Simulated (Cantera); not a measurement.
## Equilibrium for carbothermic reduction: CuO + CH4 + CO

Charge: 1 mol CuO, 2 mol CH4, 0.018 mol CO, at 0.0133 bar.

Method: chemical equilibrium by Gibbs-energy minimisation in Cantera with the NASA 1993 tables (ideal gas, pure condensed phases). Candidate condensed phases: C, C6H6, C7H8, C8H18, Cu, CuO, Cu(OH)2, Cu2O, H2O; 113 gas species. Rates play no part.

From 1102 °C to 1602 °C the condensed part is C(graphite) + Cu(l). From 1702 °C to 2302 °C the condensed part is C(graphite). The main Cu-bearing gas is Cu throughout.

| T (°C) | log p H2 | log p H | log p CO | log p Cu | log p C2H2 (acetylene) | log p Cu2 | log p C2H | n C(graphite) | n Cu(l) |
|---|---|---|---|---|---|---|---|---|---|
| 1102 | -1.97 | -6.45 | -2.57 | -6.08 | -7.72 | -9.88 | <-13 | 1.000 | 1.000 |
| 1202 | -1.97 | -5.87 | -2.57 | -5.27 | -7.15 | -8.75 | -13.84 | 1.000 | 0.998 |
| 1302 | -1.97 | -5.37 | -2.57 | -4.56 | -6.65 | -7.77 | -12.58 | 1.000 | 0.990 |
| 1402 | -1.98 | -4.92 | -2.57 | -3.94 | -6.21 | -6.91 | -11.47 | 0.999 | 0.957 |
| 1502 | -1.99 | -4.53 | -2.58 | -3.39 | -5.83 | -6.16 | -10.48 | 0.999 | 0.843 |
| 1602 | -2.02 | -4.19 | -2.61 | -2.91 | -5.52 | -5.49 | -9.62 | 0.997 | 0.480 |
| 1702 | -2.06 | -3.89 | -2.65 | -2.66 | -5.25 | -5.27 | -8.85 | 0.995 | 0 |
| 1802 | -2.06 | -3.61 | -2.65 | -2.66 | -4.97 | -5.52 | -8.13 | 0.990 | 0 |
| 1902 | -2.07 | -3.35 | -2.65 | -2.66 | -4.72 | -5.76 | -7.49 | 0.983 | 0 |
| 2002 | -2.09 | -3.11 | -2.66 | -2.67 | -4.51 | -5.97 | -6.91 | 0.971 | 0 |
| 2102 | -2.11 | -2.91 | -2.67 | -2.68 | -4.32 | -6.18 | -6.38 | 0.953 | 0 |
| 2202 | -2.14 | -2.72 | -2.68 | -2.69 | -4.15 | -6.38 | -5.90 | 0.929 | 0 |
| 2302 | -2.19 | -2.56 | -2.69 | -2.70 | -4.02 | -6.57 | -5.47 | 0.897 | 0 |
log p: log10 of the partial pressure in bar; n: condensed amount in mol.
